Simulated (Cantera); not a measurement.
A closed system holds: 1 mol (CH3)2SiCl2, 0.11 mol C2H4, 51 mol H2, at 1250 K and 1.00 bar.

Equilibrium computed with Cantera from the NASA thermochemical tables; the gas is ideal and each condensed phase is pure. Candidate condensed phases: C, C6H6, C7H8, C8H18, Si, SiC; 109 gas species. The feed counts by its element totals alone. The numbers say what is thermodynamically allowed, not how fast it happens.

Base state: H2 0.954, HCl 0.0364, CH4 0.01000, SiCl4 2.38e-5, SiHCl3 2.22e-5 (mole fractions); condensed: C(graphite) + SiC(s).

Task: What changes in the equilibrium state with this change: temperature from 1250 K to 2500 K?

Result: 
```json
[
 {"species": "H2", "before": "0.954", "after": "0.928"},
 {"species": "HCl", "before": "0.0364", "after": "0.0340"},
 {"species": "H", "before": "4.72e-7", "after": "0.0242"},
 {"species": "C2H2 (acetylene)", "before": "2.40e-7", "after": "0.0100"},
 {"species": "Si", "before": "<1e-9", "after": "0.00114"},
 {"species": "SiC2", "before": "<1e-9", "after": "0.000295"},
 {"species": "SiH", "before": "<1e-9", "after": "0.000290"},
 {"species": "SiH2", "before": "<1e-9", "after": "0.000227"},
 {"species": "C(graphite), mol", "before": "0.677", "after": "0.190"},
 {"species": "SiC(s), mol", "before": "0.997", "after": "0.837"}
]
```
The tables' values for SiCl are old estimates; treat these amounts as uncertain. Gases not in the tables: Si2H6 and higher silanes.

Task: What changes in the equilibrium state with this change: (CH3)2SiCl2 replaced by SiH4?

Result: 
```json
[
 {"species": "H2", "before": "0.954", "after": "1.000"},
 {"species": "CH4", "before": "0.01000", "after": "2.48e-5"},
 {"species": "HCl", "before": "0.0364", "after": "0"},
 {"species": "SiCl4", "before": "2.38e-5", "after": "0"},
 {"species": "SiHCl3", "before": "2.22e-5", "after": "0"},
 {"species": "C(graphite), mol", "before": "0.677", "after": "0"},
 {"species": "SiC(s), mol", "before": "0.997", "after": "0.219"},
 {"species": "Si(s), mol", "before": "0", "after": "0.781"}
]
```
Mutual solubility and eutectic melting of coexisting phases are not modelled.
